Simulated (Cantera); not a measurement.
Cantera run:

```python
import numpy as np
import cantera as ct

gas_names = """
    CL CL2 H HCL H2 Si SiCL SiCL2 SiCL3 SiCL4 SiH SiHCL3 SiH2 SiH2CL2 SiH3 SiH3CL SiH4 Si2 Si3
""".split()
cond_names = """
    Si(cr) Si(L)
""".split()


# ... load() reads the species with a 1 bar reference pressure and builds the phases ...
atoms = {
    'SiCl4': {'Si': 1, 'CL': 4},
    'H2': {'H': 2},
}
top_T = {}  # K; cautious upper limits of use, not melting points


# ... equilibrate(T, P, feed) seeds the gas with the atoms and calls Mixture.equilibrate('TP', solver="vcs", rtol=1e-11, max_steps=5000) ...
results = []
feed = {'SiCl4': 1, 'H2': 37}  # mol
P = 133.322  # Pa
for T in [998, 1048, 1098, 1148, 1198, 1248, 1298, 1348, 1398]:
    mix = equilibrate(T, P, feed)
    results.append((T, P, feed, dict(zip(mix.species_names, mix.species_moles))))

top = {s: max(r[3][s] / sum(r[3][g] for g in gas_names) for r in results) for s in gas_names}
cols = sorted((s for s in top if top[s] > 0.001), key=lambda s: -top[s])[:8]
seen = [c for c in cond_names if any(r[3].get(c, 0) > 1e-12 for r in results)]
print("log10 of partial pressures in bar; condensed amounts in mol")
print(f"{'T/K':>10s}" + "".join(f"{s[:9]:>10s}" for s in cols + seen))
for T, P, feed, n in results:
    ng = sum(n[g] for g in gas_names)
    print(f"{T:10.4g}" + "".join(f"{np.log10(max(n[s] / ng * P / 1e5, 1e-99)):10.3f}" for s in cols)
          + "".join(f"{n.get(c, 0):10.4g}" for c in seen))
```

Result:

```
log10 of partial pressures in bar; condensed amounts in mol
       T/K        H2       HCL     SiCL2     SiCL4    SiHCL3     SiCL3    Si(cr)
       998    -2.900    -4.314    -5.499    -4.757    -5.502    -5.823    0.2694
      1048    -2.905    -4.184    -5.193    -4.931    -5.642    -5.693    0.3489
      1098    -2.909    -4.095    -4.972    -5.202    -5.854    -5.661    0.4029
      1148    -2.912    -4.046    -4.838    -5.583    -6.147    -5.732    0.4251
      1198    -2.914    -4.027    -4.767    -6.034    -6.491    -5.874    0.4251
      1248    -2.914    -4.022    -4.729    -6.502    -6.847    -6.045    0.4149
      1298    -2.914    -4.023    -4.706    -6.955    -7.192    -6.218    0.4011
      1348    -2.914    -4.026    -4.689    -7.382    -7.517    -6.386    0.3866
      1398    -2.914    -4.029    -4.675    -7.782    -7.821    -6.544    0.3723
```

These are equilibrium values from Cantera (NASA tables, ideal gas, pure condensed phases), not measurements of a reactor. The tables' values for SiCl3 are old estimates; treat these amounts as uncertain.
